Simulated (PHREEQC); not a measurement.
A solution holds 0.76 mol HF, 0.36 mol NaCl and 0.41 mol KCl per kg of water, at 25 °C. Closed to the air; pH follows from the charge balance.

Model: ion-association model, phreeqc.dat, run in PHREEQC.

This is a speciation only: nothing precipitates in the calculation.

Question: What pH does the model give?

Answer: pH 1.32.

Question: In which forms is F present?

Answer: HF 86 %, HF2- 12 %, F- 2.5 % of the F.

Ionic strength above about 0.7 mol/kgw puts this run outside the model's range.
